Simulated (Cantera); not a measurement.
A Cantera script and what it prints.

```python
import numpy as np
import cantera as ct

gas_names = """
    B BH BH2 BH3 BN BO BO2 B2 B2O B2O2 B2O3 B3O3H3 H HBO HBO2 HNO HNO2 HNO3 HO2 H2 H2O H2O2 H3B3O6 N NH
    NH2 NH3 NH2OH NO NO2 NO3 N2 N2H2 N2H4 N2O O OH O2 O3
""".split()
cond_names = """
    B(b) B(L) BN(s) B2O3(L) B3O3H3(cr) H2O(s) H2O(L)
""".split()


# ... load() reads the species with a 1 bar reference pressure and builds the phases ...
atoms = {
    'borazine': {'B': 3, 'N': 3, 'H': 6},
    'O2': {'O': 2},
    'N2': {'N': 2},
}
top_T = {'BN(s)': 3200}  # K; cautious upper limits of use, not melting points


# ... equilibrate(T, P, feed) seeds the gas with the atoms and calls Mixture.equilibrate('TP', solver="vcs", rtol=1e-11, max_steps=5000) ...
results = []
feed = {'borazine': 1, 'O2': 4.3, 'N2': 0.13}  # mol
P = 1333.22  # Pa
for T in [1100, 1250, 1400, 1550, 1700, 1850, 2000, 2150, 2300]:
    mix = equilibrate(T, P, feed)
    results.append((T, P, feed, dict(zip(mix.species_names, mix.species_moles))))

top = {s: max(r[3][s] / sum(r[3][g] for g in gas_names) for r in results) for s in gas_names}
cols = sorted((s for s in top if top[s] > 0.0001), key=lambda s: -top[s])[:9]
seen = [c for c in cond_names if any(r[3].get(c, 0) > 1e-12 for r in results)]
print("log10 of partial pressures in bar; condensed amounts in mol")
print(f"{'T/K':>10s}" + "".join(f"{s[:9]:>10s}" for s in cols + seen))
for T, P, feed, n in results:
    ng = sum(n[g] for g in gas_names)
    print(f"{T:10.4g}" + "".join(f"{np.log10(max(n[s] / ng * P / 1e5, 1e-99)):10.3f}" for s in cols)
          + "".join(f"{n.get(c, 0):10.4g}" for c in seen))
```

It prints:

```
log10 of partial pressures in bar; condensed amounts in mol
       T/K       H2O      HBO2        N2        O2      B2O3       BO2        OH        H2         O   B2O3(L)
      1100    -2.114    -4.815    -2.377    -2.849    -9.592    -9.854    -7.267    -9.569   -10.027      1.49
      1250    -2.119    -3.843    -2.380    -2.852    -7.356    -7.965    -6.344    -8.156    -8.586     1.468
      1400    -2.149    -3.104    -2.391    -2.863    -5.619    -6.492    -5.633    -7.063    -7.455     1.339
      1550    -2.260    -2.559    -2.427    -2.901    -4.235    -5.319    -5.109    -6.251    -6.557    0.8717
      1700    -2.463    -2.296    -2.489    -2.968    -3.351    -4.490    -4.743    -5.676    -5.833         0
      1850    -2.453    -2.317    -2.490    -2.977    -3.272    -4.115    -4.335    -5.036    -5.203         0
      2000    -2.447    -2.341    -2.493    -2.993    -3.215    -3.803    -3.991    -4.490    -4.671         0
      2150    -2.451    -2.371    -2.499    -3.017    -3.176    -3.542    -3.703    -4.024    -4.217         0
      2300    -2.475    -2.415    -2.510    -3.044    -3.155    -3.323    -3.464    -3.636    -3.826         0
```

These are equilibrium values from Cantera (NASA tables, ideal gas, pure condensed phases), not measurements of a reactor. The feed counts by its element totals alone. Gases not in the tables: H3BO3.
